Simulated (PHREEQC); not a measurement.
## Buffer: speciation

Solution (25 °C): 0.056 mol/kgw NH4Cl, 0.0033 mol/kgw KOH and 0.0024 mol/kgw KCl. Closed to the air; pH follows from the charge balance.

Model: ion-association model, wateq4f.dat, run in PHREEQC.

Each row changes one thing in this solution. Precipitation was switched off in this run.

```
case                                               pH  ionic strength (mol/kgw)
----------------------------------------------  -----  ------------------------
as made                                          8.13                    0.0584
temperature from 25 to 30 °C                     7.98                    0.0584
KOH replaced by KHCO3 at the same molality       7.16                    0.0613
NH4Cl from 0.056 to 0.0504 mol/kgw               8.18                    0.0528
KCl replaced by AlCl3 at the same molality       5.55                    0.0653
NH4Cl replaced by NH4HSO4 at the same molality   1.65                     0.107
KOH from 0.0033 to 0.00297 mol/kgw               8.08                    0.0584
NH4Cl left out                                  11.48                   0.00570
```

Some of these states are supersaturated (in Al(OH)3(a), Boehmite (slow to form), for instance).
